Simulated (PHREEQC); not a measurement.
A PHREEQC speciation (ion-association model, wateq4f.dat) at 25 °C gives pH 3.25 and these molalities:

```json
[
 {"species": "MgSO4", "mol/kgw": "0.155"},
 {"species": "SO4-2", "mol/kgw": "0.106"},
 {"species": "Mg+2", "mol/kgw": "0.105"},
 {"species": "Li+", "mol/kgw": "0.00416"},
 {"species": "HSO4-", "mol/kgw": "0.00187"},
 {"species": "H+", "mol/kgw": "0.000727"},
 {"species": "LiSO4-", "mol/kgw": "0.000438"}
]
```

Task: What are the element totals, and what could have been dissolved in 1 kg of water to give them?

Result: This is not unique; one that fits is totals Li 0.00460, Mg 0.260, S(6) 0.264 mol/kgw, from 0.0013 mol/kgw H2SO4, 0.0023 mol/kgw Li2SO4 and 0.26 mol/kgw MgSO4.

This is a speciation only: nothing precipitates in the calculation. Species that the database lacks are ignored.
